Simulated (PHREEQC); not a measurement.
Make-up at 25 °C: 24 mmol/kgw CdBr2. Closed to the air; pH follows from the charge balance.

The numbers come from PHREEQC with the ion-association model, phreeqc.dat.

Precipitation was switched off in this run.

What pH, ionic strength does the model give?

pH 6.24; ionic strength 0.0366 mol/kgw.

In which forms is Cd present?

CdBr+ 63 %, Cd+2 30 %, CdBr2 6.9 % of the Cd.

Complexes and solids missing from the database can't appear.
